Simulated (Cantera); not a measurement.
Charge: 1 mol ZrO2, 83 mol H2, 6.9 mol H2O, at 2023 K.

Cantera equilibrium calculation (NASA polynomials, part measured and part estimated; ideal gas, pure solids and liquids). Candidate condensed phases: H2O, Zr, ZrO2; 12 gas species. Equilibrium is a limit: real reactors are often held back by kinetics, nucleation or transport.

x: gas mole fraction; n: condensed amount in mol.

```csv
P (Pa),x H2,x H,x H2O,x OH,x O,n ZrO2(tetragonal)
10,0.764,0.166,0.0685,0.00155,…,1.000
36,0.835,0.0915,0.0723,0.000825,…,1.000
130,0.876,0.0493,0.0744,0.000436,…,1.000
460,0.898,0.0265,0.0755,0.000232,…,1.000
1700,0.910,0.0139,0.0761,0.000121,…,1.00
6000,0.916,0.00742,0.0764,6.45e-5,…,1.00
22000,0.920,0.00388,0.0766,3.37e-5,…,1.00
77000,0.921,0.00208,0.0767,1.80e-5,…,1.00
280000,0.922,0.00109,0.0767,9.44e-6,…,1.00
1000000,0.923,0.000577,0.0767,5.00e-6,…,1.00
```

**Question.** Fill in the missing entries.

**Answer.** 
- 10, x O: 0.000245
- 36, x O: 6.56e-5
- 130, x O: 1.78e-5
- 460, x O: 4.99e-6
- 1700, x O: 1.34e-6
- 6000, x O: 3.79e-7
- 22000, x O: 1.03e-7
- 77000, x O: 2.95e-8
- 280000, x O: 8.11e-9
- 1000000, x O: 2.27e-9
